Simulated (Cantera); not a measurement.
Cantera run, input and output.

```python
import numpy as np
import cantera as ct

gas = ct.Solution("gri30.yaml")


def delay(T, t_max=10):
    gas.TPX = T, 500000, {'H2': 1, 'O2': 0.704, 'N2': 2.65, 'H2O': 0.26}
    reactor = ct.IdealGasConstPressureReactor(gas, clone=False)
    net = ct.ReactorNet([reactor])
    net.rtol, net.atol = 1e-8, 1e-16
    while net.time < t_max:
        t_old, T_old = net.time, reactor.T
        net.step()
        if reactor.T > T + 400:  # ignition: a rise of 400 K
            return t_old + (T + 400 - T_old) / (reactor.T - T_old) * (net.time - t_old)
    return np.nan


taus = []
for T in [925, 1025, 1125, 1225, 1325, 1425, 1525, 1625, 1725, 1825]:
    taus.append(delay(T))
    print(f"T0 = {T:6g} K   tau = {taus[-1]:.4e} s")
```

Result:

```
T0 =    925 K   tau = 1.0811e-01 s
T0 =   1025 K   tau = 8.6613e-03 s
T0 =   1125 K   tau = 7.1355e-04 s
T0 =   1225 K   tau = 2.3762e-05 s
T0 =   1325 K   tau = 7.5101e-06 s
T0 =   1425 K   tau = 4.3493e-06 s
T0 =   1525 K   tau = 3.0252e-06 s
T0 =   1625 K   tau = 2.3386e-06 s
T0 =   1725 K   tau = 1.9557e-06 s
T0 =   1825 K   tau = 1.7447e-06 s
```

Cantera simulation using GRI-Mech 3.0 (53 species, 325 reactions); the numbers are that mechanism's predictions, not measurements. The hydrogen kinetics of GRI-Mech 3.0 are dated; newer H2 mechanisms differ, most at raised pressure. Below about 950 K walls govern HO2 and H2O2 in real vessels. Where the delays flatten at high temperature, the 400 K rule measures the pace of heat release, not the induction time.
